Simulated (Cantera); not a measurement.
A closed system holds: 1 mol HgO, 6.2 mol H2, held at 1075 °C and 248 Torr.

Cantera equilibrium calculation (NASA polynomials, part measured and part estimated; ideal gas, pure solids and liquids). Candidate condensed phases: H2O, Hg, HgO; 10 gas species. Rates play no part.

Base state: H2 0.722, H2O 0.139, Hg 0.139 (mole fractions); condensed: gas only.

### Question
What changes in the equilibrium state with this change: H2 from 6.2 to 0.17 mol?

### Answer
| species | before | after |
|---|---|---|
| Hg | 0.139 | 0.631 |
| O2 | <1e-9 | 0.262 |
| H2O | 0.139 | 0.107 |
| H2 | 0.722 | 7.22e-8 |
| OH | 1.06e-8 | 2.60e-5 |
